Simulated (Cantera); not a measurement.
Input: 1 mol TiO₂, 14 mol H₂, 1.5 mol H₂O, equilibrated at 5.90 bar.

Method: chemical equilibrium by Gibbs-energy minimisation in Cantera with the NASA 1993 tables (ideal gas, pure condensed phases). Candidate condensed phases: H₂O, Ti, TiO, TiO₂, Ti₂O₃, Ti₃O₅, Ti₄O₇; 12 gas species. Gases not in the tables: TiO(OH)₂. Kinetics and transport are ignored. All values below are at 1648 K.

Base state: H₂ 0.903, H₂O 0.0968, H 3.48e-5 (mole fractions); condensed: TiO₂(rutile).

Problem. What changes in the equilibrium state with this change: TiO₂ replaced by FeS₂?

Solution. 
| species | before | after |
|---|---|---|
| H₂ | 0.903 | 0.839 |
| H₂O | 0.0968 | 0.0967 |
| H₂S | 0 | 0.0635 |
| SH | 0 | 0.000417 |
| S₂ | 0 | 0.000272 |
| H | 3.48e-5 | 3.36e-5 |
| TiO₂(rutile), mol | 1.00 | 0 |
| FeS(l), mol | 0 | 1.000 |
FeS: taken at fixed stoichiometry. Further candidate phases: Fe, FeO, Fe(OH)₂, Fe(OH)₃, FeS, FeSO₄, FeS₂, Fe₂O₃, Fe₂(SO₄)₃, Fe₃O₄, H₂SO₄, S.
